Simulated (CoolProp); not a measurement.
The numbers come from the reference Helmholtz-energy equation of state, Guder 2009 in CoolProp.

Q: Give the vapour pressure (MPa), liquid cp (kJ/(kg K)), vapour Z, liquid viscosity (µPa s) of saturated sulfur hexafluoride at 258.8, 280.6 K.

A: 
```csv
T (K),p (MPa),liquid cp (kJ/(kg K)),vapour Z,liquid viscosity (µPa s)
258.8,0.824,0.963,0.828,236
280.6,1.53,1.09,0.731,162
```

Viscosity comes from a separate model (Quiñones-Cisneros 2012).
